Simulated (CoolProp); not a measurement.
R245fa at several states: density (kg/m³) from the reference equation and from simpler models built on Tc = 427.0 K, pc = 36.51 bar, ω = 0.378; each cubic takes its own stable root.

Values from CoolProp's reference Helmholtz-energy equation of state, Akasaka 2015.

| T (K) | p (bar) | phase | reference | Redlich-Kwong | Soave-Redlich-Kwong | Peng-Robinson |
|---|---|---|---|---|---|---|
| 316.2 | 11.1 | liquid | 1291 | [?] | [?] | 1322 |
| 382.5 | 5.83 | gas | [?] | 26.68 | 26.85 | [?] |
| 406.5 | 156 | liquid | 1103 | 994.0 | 1008 | [?] |

Fill in the missing entries.


- 316.2, Redlich-Kwong: 1095
- 316.2, Soave-Redlich-Kwong: 1167
- 382.5, reference: 26.89
- 382.5, Peng-Robinson: 27.05
- 406.5, Peng-Robinson: 1127
